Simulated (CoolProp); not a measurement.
The numbers come from the reference Helmholtz-energy equation of state, Zhou 2014 in CoolProp.

Question: Give the vapour pressure (MPa), vapour Z, surface tension (mN/m) of saturated cyclohexane at 321.7, 500.4, 525.9 K.

Answer: 
```csv
T (K),p (MPa),vapour Z,surface tension (mN/m)
321.7,0.0344,0.983,21.6
500.4,2.03,0.681,3.37
525.9,2.87,0.573,1.48
```

Surface tension comes from a separate correlation (Mulero 2012).
